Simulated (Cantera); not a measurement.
Charge: 1 mol CS2, 0.02 mol O2, 0.059 mol H2, held at 1575 K and 2400 Torr.

Method: chemical equilibrium by Gibbs-energy minimisation in Cantera with the NASA 1993 tables (ideal gas, pure condensed phases). Candidate condensed phases: C, C6H6, C7H8, C8H18, H2O, H2SO4, S; 123 gas species. The numbers say what is thermodynamically allowed, not how fast it happens.

Base state: CS2 0.756, S2 0.151, CO 0.0349, H2S 0.0347, H2 0.0194, COS 0.00210, SH 0.00116, CS 0.000773 (mole fractions); condensed: C(graphite).

**Question.** What changes in the equilibrium state with this change: CS2 replaced by HF?

**Answer.** 
```json
[
 {"species": "HF", "before": "0", "after": "0.944"},
 {"species": "H2O", "before": "2.23e-6", "after": "0.0378"},
 {"species": "H2", "before": "0.0194", "after": "0.0179"},
 {"species": "CS2", "before": "0.756", "after": "0"},
 {"species": "S2", "before": "0.151", "after": "0"},
 {"species": "CO", "before": "0.0349", "after": "0"},
 {"species": "H2S", "before": "0.0347", "after": "0"},
 {"species": "COS", "before": "0.00210", "after": "0"},
 {"species": "SH", "before": "0.00116", "after": "0"},
 {"species": "C(graphite), mol", "before": "0.143", "after": "0"}
]
```

**Question.** What changes in the equilibrium state with this change: temperature from 1575 K to 3473.15 K?

**Answer.** 
```tsv
species	before	after
CS	0.000773	0.501
S	2.03e-5	0.192
S2	0.151	0.168
CS2	0.756	0.0571
H	3.24e-6	0.0303
H2S	0.0347	0.000411
SH	0.00116	0.0184
H2	0.0194	0.00949
CO	0.0349	0.0232
C	<1e-9	8.64e-5
C2H	<1e-9	2.37e-5
C3	<1e-9	1.05e-5
C2	<1e-9	1.04e-5
C2H2 (acetylene)	4.09e-7	2.43e-5
C(graphite), mol	0.143	0
```

**Question.** What changes in the equilibrium state with this change: temperature from 1575 K to 2025 K?

**Answer.** 
```csv
species,before,after
CS2,0.756,0.708
S2,0.151,0.170
H2,0.0194,0.0357
CS,0.000773,0.0291
H2S,0.0347,0.0145
CO,0.0349,0.0356
C2H2 (acetylene),4.09e-7,3.23e-5
H,3.24e-6,0.000203
S,2.03e-5,0.000861
SH,0.00116,0.00587
"C(graphite), mol",0.143,0.144
```
